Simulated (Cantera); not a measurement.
Input: 1 mol BF3, 0.069 mol O2, 0.34 mol N2, equilibrated at 133 Pa.

These are equilibrium values from Cantera (NASA tables, ideal gas, pure condensed phases), not measurements of a reactor. Candidate condensed phases: B, BN, B2O3; 31 gas species. Kinetics and transport are ignored. All values below are at 1673 K.

Base state: BF3 0.706, N2 0.240, O2 0.0476, F 0.00309, BOF 0.00154, NO 0.000687, O 0.000200, BOF2 1.93e-5 (mole fractions); condensed: gas only.

Problem. What changes in the equilibrium state with this change: pressure from 133 Pa to 7200 Pa?

Solution. 
| species | before | after |
|---|---|---|
| BF3 | 0.706 | 0.709 |
| N2 | 0.240 | 0.241 |
| O2 | 0.0476 | 0.0485 |
| F | 0.00309 | 0.000428 |
| BOF | 0.00154 | 0.000205 |
| O | 0.000200 | 2.74e-5 |
| NO | 0.000687 | 0.000694 |

Problem. What changes in the equilibrium state with this change: BF3 replaced by borazine?

Solution. 
```
species      before    after
----------  -------  -------
H2                0    0.848
N2            0.240    0.116
HBO               0   0.0251
BF3           0.706        0
O2           0.0476    <1e-9
B2O2          <1e-9  0.00364
F           0.00309        0
H                 0  0.00287
BO            <1e-9  0.00176
BN(s), mol        0     2.87
```
The feed counts by its element totals alone. Further candidate phases: B3O3H3, H2O.
